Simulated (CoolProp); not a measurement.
Fluorine along the isobar 2400 kPa: Z from the reference equation and from simpler models built on Tc = -128.7 °C, pc = 5240 kPa, ω = 0.045; each cubic takes its own stable root.

The numbers come from the reference Helmholtz-energy equation of state, de Reuck 1990 in CoolProp.

```csv
T (°C),phase,reference,Pitzer virial,van der Waals,Redlich-Kwong,Soave-Redlich-Kwong,Peng-Robinson
-138.95,gas,0.7673,0.8049,0.8049,0.7690,0.7680,0.7505
-122.35,gas,0.8517,0.8636,[?],0.8487,0.8493,0.8335
-105.75,gas,0.8981,0.9020,0.8981,0.8940,0.8960,0.8817
-89.15,gas,0.9270,0.9281,[?],0.9229,0.9260,0.9131
-72.65,gas,0.9463,0.9464,0.9392,0.9425,0.9464,0.9347
-56.05,gas,0.9598,0.9598,0.9518,0.9565,0.9610,0.9503
-39.45,gas,0.9696,0.9697,0.9615,0.9667,[?],0.9619
-22.85,gas,0.9769,0.9771,0.9689,0.9744,0.9796,0.9707
-6.35,gas,0.9825,0.9828,0.9748,0.9803,0.9856,0.9774
10.25,gas,0.9869,0.9872,0.9795,0.9849,0.9903,0.9827
26.85,gas,0.9904,0.9907,0.9833,0.9885,0.9939,0.9869
```

Some entries are withheld; supply them.


- -122.35, van der Waals: 0.8624
- -89.15, van der Waals: 0.9221
- -39.45, Soave-Redlich-Kwong: 0.9716
